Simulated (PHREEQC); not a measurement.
Solution (25 °C): 0.049 mol NaH2PO4 and 0.21 mol Na2CO3 per kg of water. Closed to the air; pH follows from the charge balance.

The numbers come from PHREEQC with the ion-association model, phreeqc.dat.

No solid was allowed to form.

Question: Predict the pH, density.

Answer: pH 9.98; density 1.023 g/cm³.

Question: In which forms is Na present?

Answer: Na+ 77 %, NaCO3- 21 %, NaHPO4- 1.4 %, NaHCO3 0.9 % of the Na.

Complexes and solids missing from the database can't appear.
